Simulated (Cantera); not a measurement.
## Diamond growth

A diamond (100) surface in a fixed gas of H2 with x(CH4) = 0.015, x(H) = 0.0033, at 925 K, 0.0493 atm; coverages are run to steady state.

Detailed kinetics in Cantera: the Harris–Goodwin 1993 mechanism for the reconstructed diamond (100) surface.

```csv
x(CH3),growth (µm/h),θ c6HH,θ c6H*,θ c6*H,θ c6**,θ c6HM
1e-06,0.0180,0.668,0.0122,0.314,0.00542,0.000226
2.1e-06,0.0378,0.667,0.0122,0.314,0.00542,0.000475
4.2e-06,0.0755,0.667,0.0122,0.314,0.00542,0.000950
8.7e-06,0.156,0.666,0.0122,0.314,0.00541,0.00197
1.8e-05,0.322,0.664,0.0122,0.313,0.00539,0.00406
3.7e-05,0.658,0.661,0.0121,0.311,0.00535,0.00829
7.6e-05,1.34,0.654,0.0120,0.308,0.00528,0.0168
0.00016,2.74,0.639,0.0117,0.300,0.00512,0.0345
0.00032,5.23,0.612,0.0112,0.288,0.00485,0.0659
```
θ: site fractions in the mechanism's names (c6HH fully hydrogenated, c6H* and c6*H radical sites, c6** diradical, c6HM methylated).
